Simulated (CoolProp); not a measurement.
Vapour-liquid equilibrium of R22 (1) + R142b (2) at 246.3 K; x and y are mole fractions of (1).

The numbers come from the multi-fluid Helmholtz-energy mixture model, Kamei 1995 and Lemmon 2006; pair parameters Bell 2016 in CoolProp.

```
x      bubble pressure (bar)  y at the bubble point  dew pressure at overall composition x (bar)  liquid density (mol/L)
-----  ---------------------  ---------------------  -------------------------------------------  ----------------------
0.05                  0.5318                  0.166                                       0.4832                   12.40
0.125                 0.6292                  0.347                                       0.5135                   12.63
0.2                   0.7246                  0.478                                       0.5477                   12.86
0.275                 0.8199                  0.579                                       0.5867                   13.10
0.35                  0.9164                  0.660                                       0.6313                   13.34
0.425                  1.015                  0.728                                       0.6831                   13.60
0.5                    1.117                  0.785                                       0.7438                   13.86
0.575                  1.222                  0.833                                       0.8158                   14.13
0.65                   1.331                  0.875                                       0.9029                   14.41
0.725                  1.443                  0.910                                        1.011                   14.70
0.8                    1.558                  0.941                                        1.148                   14.99
0.875                  1.674                  0.966                                        1.332                   15.30
0.95                   1.791                  0.988                                        1.598                   15.61
```

No azeotrope shows between x = 0.05 and 0.95.

The pair parameters rest on a limited set of measurements; away from them the model extrapolates.
